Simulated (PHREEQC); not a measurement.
## Copper plating or etch bath: an equilibrium model

Make-up at 25 °C: 5.6 mmol/kgw CuSO4, 0.05 mmol/kgw H2SO4 and 3.1 mmol/kgw H3BO3. Closed to the air; pH follows from the charge balance.

Model: ion-association model, phreeqc.dat, run in PHREEQC.

Precipitation was switched off in this run.

Question: Estimate the pH, specific conductance.

Answer: pH 4.14; specific conductance 991 µS/cm.

Question: In which forms is Cu present?

Answer: Cu+2 76 %, CuSO4 24 % of the Cu.
